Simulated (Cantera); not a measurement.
## NO annealing gas

An isothermal, constant-pressure homogeneous reactor starts with 40.0 % NO, 60.0 % N2, at 1823 K and 97.5 Torr.

Detailed kinetics in Cantera: GRI-Mech 3.0 (53 species, 325 reactions).

```csv
t (s),x NO,x NO2,x O,x N2,x O2,x N2O
0.000200,0.400,8.64e-8,1.10e-6,0.600,3.51e-9,1.17e-6
0.000632,0.400,7.42e-7,3.09e-6,0.600,3.35e-8,3.63e-6
0.00200,0.400,4.97e-6,7.64e-6,0.600,3.49e-7,1.08e-5
0.00632,0.400,2.15e-5,1.83e-5,0.600,5.14e-6,2.85e-5
0.0200,0.400,4.39e-5,3.14e-5,0.600,6.57e-5,5.43e-5
0.0632,0.399,4.87e-5,3.45e-5,0.600,0.000352,6.40e-5
0.200,0.397,5.29e-5,3.70e-5,0.601,0.00129,6.34e-5
0.632,0.391,6.42e-5,4.38e-5,0.604,0.00424,6.11e-5
2.00,0.373,8.88e-5,5.99e-5,0.614,0.0135,5.44e-5
```
x: mole fraction; the columns are a selection and need not sum to one.

Equilibrium at this temperature and pressure: NO 0.00440, NO2 3.68e-6, O 0.000187, N2 0.798, O2 0.198, N2O 9.15e-8 (gas phase only).
